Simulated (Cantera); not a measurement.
A closed system holds: 1 mol CaO, 0.16 mol O2, at 1700 K and 7.50 Torr.

Method: chemical equilibrium by Gibbs-energy minimisation in Cantera with the NASA 1993 tables (ideal gas, pure condensed phases). Candidate condensed phases: Ca, CaO; 6 gas species. Equilibrium is a limit: real reactors are often held back by kinetics, nucleation or transport.

Base state: O2 1.000, O 0.000447 (mole fractions); condensed: CaO(s).

What changes in the equilibrium state with this change: CaO replaced by FeS2?


```csv
species,before,after
S2,0,0.702
SO2,0,0.251
SO,0,0.0391
O2,1.000,1.51e-7
Fe,0,9.75e-5
S2O,0,0.00584
S,0,0.00265
O,0.000447,1.74e-7
"CaO(s), mol",1.00,0
"FeS(l), mol",0,1.000
```
FeS: taken at fixed stoichiometry. Further candidate phases: Fe, FeO, FeS, FeSO4, FeS2, Fe2O3, Fe2(SO4)3, Fe3O4, S.

What changes in the equilibrium state with this change: 0.068 mol CH4 added?


```csv
species,before,after
H2O,0,0.594
CO2,0,0.297
O2,1.000,0.105
OH,0,0.00236
CO,0,0.000630
H2,0,0.000368
"CaO(s), mol",1.00,1.000
```
Further candidate phases: C, C6H6, C7H8, C8H18, CaCO3, Ca(OH)2, H2O.
